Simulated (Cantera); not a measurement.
Input: 1 mol B₂O₃, 2.6 mol HCl, 0.12 mol O₂, equilibrated at 1198.15 K and 4.60e-5 bar.

These are equilibrium values from Cantera (NASA tables, ideal gas, pure condensed phases), not measurements of a reactor. Candidate condensed phases: B, B₂O₃, B₃O₃H₃, H₂O; 33 gas species. The tables' values for BOCl are old estimates; treat these amounts as uncertain. Kinetics and transport are ignored.

What is the equilibrium state?


| Quantity | Result |
|---|---|
| x(HCl) | 0.882 |
| x(Cl) | 0.0470 |
| x(O₂) | 0.0292 |
| x(H₂O) | 0.0199 |
| x(HBO₂) | 0.0168 |
| x(Cl₂) | 0.00473 |
| x(B₂O₃) | 0.000188 |
| x(BOCl) | 7.62e-5 |
| x(BO₂) | 1.04e-5 |
| n(B₂O₃(l)) | 0.976 mol |
| gas amount | 2.770 mol |
| log10 activity of B(s) (absent) | -16.87 |
| log10 activity of B₃O₃H₃(s) (absent) | -39.42 |
